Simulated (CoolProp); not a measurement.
Methane at 453.58 K and 1.74 MPa is throttled through a valve to 0.554 MPa with no heat exchange. Each further row changes one setting.

Computed with CoolProp (reference Helmholtz-energy equation of state, Setzmann 1991).

```json
[
 {"case": "as stated", "temperature change (K)": "?", "final density (kg/m³)": "2.37"},
 {"case": "outlet pressure 0.166 MPa", "temperature change (K)": "?", "final density (kg/m³)": "0.710"},
 {"case": "outlet pressure 0.72 MPa", "temperature change (K)": "?", "final density (kg/m³)": "3.08"}
]
```

What belongs in the gaps?


- as stated, temperature change (K): -1.9
- outlet pressure 0.166 MPa, temperature change (K): -2.5
- outlet pressure 0.72 MPa, temperature change (K): -1.6
